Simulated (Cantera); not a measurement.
Charge: 1 mol Si3N4, 0.74 mol Cl2, 2.8 mol N2, held at 1775 K and 2.70 Torr.

These are equilibrium values from Cantera (NASA tables, ideal gas, pure condensed phases), not measurements of a reactor. Candidate condensed phases: Si, Si3N4; 13 gas species. The tables' values for SiCl3, SiCl, SiN are old estimates; treat these amounts as uncertain. Kinetics and transport are ignored.

Base state: N2 0.866, SiCl2 0.131, SiCl3 0.000900, Cl 0.000750, SiCl 0.000745, Si 0.000610, Si2N 2.69e-5, SiN 1.62e-5 (mole fractions); condensed: Si(l).

Question: What changes in the equilibrium state with this change: Cl2 from 0.74 to 11 mol?

Answer: 
| species | before | after |
|---|---|---|
| Cl | 0.000750 | 0.552 |
| N2 | 0.866 | 0.267 |
| SiCl4 | 1.04e-5 | 0.146 |
| Cl2 | 2.58e-8 | 0.0140 |
| SiCl2 | 0.131 | 0.00340 |
| SiCl3 | 0.000900 | 0.0171 |
| Si | 0.000610 | <1e-9 |
| SiCl | 0.000745 | 2.62e-8 |
| Si2N | 2.69e-5 | <1e-9 |
| SiN | 1.62e-5 | <1e-9 |
| Si(l), mol | 2.26 | 0 |
The tables' values for SiCl3 are old estimates; treat these amounts as uncertain.

Question: What changes in the equilibrium state with this change: temperature from 1775 K to 1873 K?

Answer: 
| species | before | after |
|---|---|---|
| N2 | 0.866 | 0.863 |
| SiCl2 | 0.131 | 0.130 |
| Si | 0.000610 | 0.00245 |
| SiCl | 0.000745 | 0.00181 |
| Si2 | 3.41e-6 | 1.83e-5 |
| SiN | 1.62e-5 | 4.91e-5 |
| Si(l), mol | 2.26 | 2.25 |
The tables' values for SiCl, SiCl3, SiN are old estimates; treat these amounts as uncertain.
